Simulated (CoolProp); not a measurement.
Vapour-liquid equilibrium of ethylene (1) + 1-butene (2) at 2.4 bar; x and y are mole fractions of (1).

Model: multi-fluid Helmholtz-energy mixture model, Smukala 2000 and Lemmon 2005; pair parameters Bell 2016, in CoolProp.

Question: Give the bubble temperature and the first vapour's composition at x = 0.35, 0.425, 0.575. Is there an azeotrope?

Answer: x = 0.35: -62.6 °C, y = 0.982; x = 0.425: -67.8 °C, y = 0.989; x = 0.575: -75.3 °C, y = 0.995. No azeotrope shows between x = 0.05 and 0.95.

The pair parameters rest on a limited set of measurements; away from them the model extrapolates.
